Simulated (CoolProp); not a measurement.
Vapour-liquid equilibrium of propylene (1) + n-hexane (2) at 0.0125 MPa; x and y are mole fractions of (1).

Computed with CoolProp (multi-fluid Helmholtz-energy mixture model, Lemmon 2013 and Thol 2019; pair parameters Bell 2016).

```
x     bubble temperature, mixture model (K)  bubble temperature, Raoult's law (K)  y, mixture model  y, Raoult's law
----  -------------------------------------  ------------------------------------  ----------------  ---------------
0.05                                  231.0                                 245.2             0.970            0.916
0.2                                   208.8                                 215.3             0.996            0.994
0.35                                  202.9                                 204.9             0.998            0.998
0.5                                   198.7                                 198.9             0.999            0.999
0.65                                  195.0                                 194.6             1.000            1.000
0.8                                   191.7                                 191.4             1.000            1.000
0.95                                  188.9                                 188.9             1.000            1.000
```

The largest gap from Raoult's law is -14.2 K in bubble temperature, at x = 0.05. No azeotrope shows between x = 0.05 and 0.95.

Pair parameters are fitted to limited data, so mixtures are less certain than the pure fluids. The gap from Raoult's law changes sign with composition, which may be real or a fault of the pair parameters; it wasn't checked against measurements. With so large a gap from Raoult's law the liquid may split in two, which this calculation doesn't test in full.
